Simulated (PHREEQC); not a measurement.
A solution holds 0.49 mmol/kgw Al2(SO4)3, at 25 °C. Closed to the air; pH follows from the charge balance.

All values are PHREEQC results (ion-association model, wateq4f.dat), not measurements.

Problem. The ionic strength comes out as 0.00398 mol/kgw. What activity coefficients do Al(OH)2+, AlOH+2, H+, AlSO4+, Al+3 get?

Solution. Al(OH)2+ 0.94, AlOH+2 0.77, H+ 0.94, AlSO4+ 0.94, Al+3 0.57.

No solid was allowed to form. The solution is supersaturated, for example in Basaluminite, Gibbsite (slow to form), so a real one may precipitate; this is no full list.
